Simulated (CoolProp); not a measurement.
Computed with CoolProp (reference Helmholtz-energy equation of state, Lemmon 2006). It is a short technical equation, of lower accuracy than the large ones.

Question: For toluene, give the phase and the speed of sound (m/s), Joule-Thomson coefficient (K/MPa) at 209.95 °C and 0.101 MPa.

Answer: 
- 209.95 °C and 0.101 MPa: gas; speed of sound 211, Joule-Thomson coefficient 14.5
